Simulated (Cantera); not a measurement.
A perfectly stirred reactor is fed with NO : N2 = 1 : 0.65 (molar parts), at 0.0109 atm; it is held at 2075 K, and followed from long to short residence time.

Computed with Cantera and GRI-Mech 3.0 (53 species, 325 reactions). Radical loss at walls, strong at low pressure, is not modelled.

### Question
What does this change do: 0.11 parts H2O added?

### Answer
```json
[
 {"quantity": "x(NO) at τ = 28.0 s", "before": "0.0963", "after": "0.0837"},
 {"quantity": "x(N2O) at τ = 28.0 s", "before": "1.73e-6", "after": "6.52e-7"},
 {"quantity": "x(O) at τ = 28.0 s", "before": "0.00559", "after": "0.00539"},
 {"quantity": "x(O2) at τ = 28.0 s", "before": "0.251", "after": "0.237"},
 {"quantity": "x(N2) at τ = 28.0 s", "before": "0.647", "after": "0.608"},
 {"quantity": "x(NO) at τ = 0.160 s", "before": "0.599", "after": "0.557"},
 {"quantity": "x(N2O) at τ = 0.160 s", "before": "0.000119", "after": "3.10e-5"},
 {"quantity": "x(O) at τ = 0.160 s", "before": "0.00111", "after": "0.000435"},
 {"quantity": "x(O2) at τ = 0.160 s", "before": "0.00299", "after": "0.00518"},
 {"quantity": "x(N2) at τ = 0.160 s", "before": "0.397", "after": "0.373"}
]
```

### Question
What does this change do: 0.0026 parts H2O added?

### Answer
```json
[
 {"quantity": "x(NO) at τ = 28.0 s", "before": "0.0963", "after": "0.0949"},
 {"quantity": "x(N2O) at τ = 28.0 s", "before": "1.73e-6", "after": "1.45e-6"},
 {"quantity": "x(O) at τ = 28.0 s", "before": "0.00559", "after": "0.00557"},
 {"quantity": "x(O2) at τ = 28.0 s", "before": "0.251", "after": "0.251"},
 {"quantity": "x(N2) at τ = 28.0 s", "before": "0.647", "after": "0.646"},
 {"quantity": "x(NO) at τ = 0.160 s", "before": "0.599", "after": "0.597"},
 {"quantity": "x(N2O) at τ = 0.160 s", "before": "0.000119", "after": "6.59e-5"},
 {"quantity": "x(O) at τ = 0.160 s", "before": "0.00111", "after": "0.000623"},
 {"quantity": "x(O2) at τ = 0.160 s", "before": "0.00299", "after": "0.00331"},
 {"quantity": "x(N2) at τ = 0.160 s", "before": "0.397", "after": "0.397"}
]
```

### Question
What does this change do: temperature 2075 to 2175 K?

### Answer
```
quantity                 before     after
---------------------  --------  --------
x(NO) at τ = 28.0 s      0.0963    0.0501
x(N2O) at τ = 28.0 s    1.73e-6   4.53e-7
x(O) at τ = 28.0 s      0.00559    0.0112
x(O2) at τ = 28.0 s       0.251     0.271
x(N2) at τ = 28.0 s       0.647     0.668
x(NO) at τ = 0.160 s      0.599     0.585
x(N2O) at τ = 0.160 s  0.000119  0.000114
x(O) at τ = 0.160 s     0.00111   0.00247
x(O2) at τ = 0.160 s    0.00299   0.00891
x(N2) at τ = 0.160 s      0.397     0.404
```
